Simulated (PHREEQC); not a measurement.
A made-up water analysis in mg/L, 25 °C, pH 7.12, pe 12.6:

```csv
constituent,mg/L
Na,54.1
K,199
Ca,73.8
Mg,0.344
Cl,170
S(6) as SO4,194
Alkalinity as HCO3,154
B,0.0276
```

Valence states are taken as typed.

The numbers come from PHREEQC with the ion-association model, phreeqc.dat.

Precipitation was switched off in this run.

Question: Predict the ionic strength, specific conductance, charge-balance error.

Answer: ionic strength 0.0142 mol/kgw; specific conductance 1300 µS/cm; charge-balance error -0.9 %.

Question: In which forms is C present?

Answer: HCO3- 86 %, CO2 13 %, CaHCO3+ 1.1 % of the C.
